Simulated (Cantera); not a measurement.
Feed: 1 mol AlN, 1.1 mol Cl₂, 9.4 mol H₂, equilibrated at 1498.15 K and 0.0100 bar.

These are equilibrium values from Cantera (NASA tables, ideal gas, pure condensed phases), not measurements of a reactor. Candidate condensed phases: Al, AlCl₃, AlN, NH₄Cl; 20 gas species. The tables' values for AlCl₂ are old estimates; treat these amounts as uncertain. The numbers say what is thermodynamically allowed, not how fast it happens.

Base state: H₂ 0.838, HCl 0.0625, N₂ 0.0332, AlCl₃ 0.0323, AlCl 0.0242, AlCl₂ 0.00998, H 0.000158 (mole fractions); condensed: AlN(s).

Problem. What changes in the equilibrium state with this change: pressure from 0.0100 bar to 1.00 bar?

Solution. 
```json
[
 {"species": "H₂", "before": "0.838", "after": "0.861"},
 {"species": "HCl", "before": "0.0625", "after": "0.0676"},
 {"species": "AlCl₃", "before": "0.0323", "after": "0.0462"},
 {"species": "AlCl", "before": "0.0242", "after": "0.000304"},
 {"species": "N₂", "before": "0.0332", "after": "0.0239"},
 {"species": "H", "before": "0.000158", "after": "1.60e-5"},
 {"species": "AlCl₂", "before": "0.00998", "after": "0.00134"},
 {"species": "AlN(s), mol", "before": "0.282", "after": "0.497"}
]
```
